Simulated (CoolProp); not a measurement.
Vapour-liquid equilibrium of R134a (1) + dimethyl ether (2) at 288.2 K; x and y are mole fractions of (1).

Model: multi-fluid Helmholtz-energy mixture model, Tillner-Roth 1994 and Wu 2011; pair parameters Bell 2016, in CoolProp.

```json
[
 {"x": "0.05", "bubble pressure (bar)": "4.341", "y at the bubble point": "0.043", "dew pressure at overall composition x (bar)": "4.335", "liquid density (mol/L)": "14.57"},
 {"x": "0.125", "bubble pressure (bar)": "4.292", "y at the bubble point": "0.114", "dew pressure at overall composition x (bar)": "4.287", "liquid density (mol/L)": "14.38"},
 {"x": "0.2", "bubble pressure (bar)": "4.262", "y at the bubble point": "0.191", "dew pressure at overall composition x (bar)": "4.260", "liquid density (mol/L)": "14.19"},
 {"x": "0.275", "bubble pressure (bar)": "4.250", "y at the bubble point": "0.274", "dew pressure at overall composition x (bar)": "4.250", "liquid density (mol/L)": "14.00"},
 {"x": "0.35", "bubble pressure (bar)": "4.257", "y at the bubble point": "0.359", "dew pressure at overall composition x (bar)": "4.255", "liquid density (mol/L)": "13.81"},
 {"x": "0.425", "bubble pressure (bar)": "4.282", "y at the bubble point": "0.445", "dew pressure at overall composition x (bar)": "4.275", "liquid density (mol/L)": "13.62"},
 {"x": "0.5", "bubble pressure (bar)": "4.324", "y at the bubble point": "0.530", "dew pressure at overall composition x (bar)": "4.308", "liquid density (mol/L)": "13.43"},
 {"x": "0.575", "bubble pressure (bar)": "4.382", "y at the bubble point": "0.613", "dew pressure at overall composition x (bar)": "4.354", "liquid density (mol/L)": "13.24"},
 {"x": "0.65", "bubble pressure (bar)": "4.452", "y at the bubble point": "0.691", "dew pressure at overall composition x (bar)": "4.413", "liquid density (mol/L)": "13.05"},
 {"x": "0.725", "bubble pressure (bar)": "4.533", "y at the bubble point": "0.766", "dew pressure at overall composition x (bar)": "4.487", "liquid density (mol/L)": "12.87"},
 {"x": "0.8", "bubble pressure (bar)": "4.623", "y at the bubble point": "0.836", "dew pressure at overall composition x (bar)": "4.575", "liquid density (mol/L)": "12.68"},
 {"x": "0.875", "bubble pressure (bar)": "4.720", "y at the bubble point": "0.901", "dew pressure at overall composition x (bar)": "4.680", "liquid density (mol/L)": "12.49"},
 {"x": "0.95", "bubble pressure (bar)": "4.822", "y at the bubble point": "0.962", "dew pressure at overall composition x (bar)": "4.801", "liquid density (mol/L)": "12.31"}
]
```

y crosses x between x = 0.275 and 0.35: the model has an azeotrope there.

Pair parameters are fitted to limited data, so mixtures are less certain than the pure fluids.
